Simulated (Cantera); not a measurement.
# Ammonia decomposition in nitride growth gas

An isothermal, constant-pressure homogeneous reactor starts with 50.0 % NH3, 50.0 % N2, at 1950 K and 0.178 atm.

Model: the gas-phase N/H chemistry of the illustrative SiF4/NH3 mechanism in the Surface Chemkin manual (1991), integrated in Cantera. Walls and surfaces, which speed up NH3 decomposition in real reactors, are not modelled.

```json
[
 {"t (s)": "3.00e-5", "x NH3": "0.500", "x NH2": "3.24e-5", "x N2H4": "1.27e-10", "x N2H2": "2.18e-9", "x N": "2.14e-12", "x H": "2.93e-7"},
 {"t (s)": "9.11e-5", "x NH3": "0.500", "x NH2": "9.86e-5", "x N2H4": "1.21e-9", "x N2H2": "2.71e-8", "x N": "8.25e-11", "x H": "2.99e-7"},
 {"t (s)": "0.000277", "x NH3": "0.500", "x NH2": "0.000293", "x N2H4": "1.08e-8", "x N2H2": "3.08e-7", "x N": "1.42e-9", "x H": "3.80e-7"},
 {"t (s)": "0.000840", "x NH3": "0.499", "x NH2": "0.000693", "x N2H4": "6.06e-8", "x N2H2": "2.02e-6", "x N": "7.73e-9", "x H": "1.03e-6"},
 {"t (s)": "0.00255", "x NH3": "0.495", "x NH2": "0.000829", "x N2H4": "8.68e-8", "x N2H2": "3.06e-6", "x N": "2.74e-8", "x H": "3.17e-6"},
 {"t (s)": "0.00775", "x NH3": "0.485", "x NH2": "0.000785", "x N2H4": "7.80e-8", "x N2H2": "2.97e-6", "x N": "8.23e-8", "x H": "8.81e-6"},
 {"t (s)": "0.0235", "x NH3": "0.456", "x NH2": "0.000704", "x N2H4": "6.27e-8", "x N2H2": "2.70e-6", "x N": "2.18e-7", "x H": "2.42e-5"},
 {"t (s)": "0.0714", "x NH3": "0.381", "x NH2": "0.000585", "x N2H4": "4.32e-8", "x N2H2": "2.09e-6", "x N": "4.07e-7", "x H": "6.46e-5"},
 {"t (s)": "0.217", "x NH3": "0.232", "x NH2": "0.000406", "x N2H4": "2.08e-8", "x N2H2": "1.10e-6", "x N": "5.44e-7", "x H": "0.000164"},
 {"t (s)": "0.659", "x NH3": "0.0674", "x NH2": "0.000174", "x N2H4": "3.82e-9", "x N2H2": "2.49e-7", "x N": "5.97e-7", "x H": "0.000391"},
 {"t (s)": "2.00", "x NH3": "0.00303", "x NH2": "2.10e-5", "x N2H4": "5.55e-11", "x N2H2": "7.23e-9", "x N": "5.49e-7", "x H": "0.00120"}
]
```
x: mole fraction; the columns are a selection and need not sum to one.

Equilibrium at this temperature and pressure: NH3 9.76e-7, NH2 1.07e-8, N2H4 <1e-12, N2H2 <1e-12, N 7.14e-10, H 0.00192 (gas phase only).
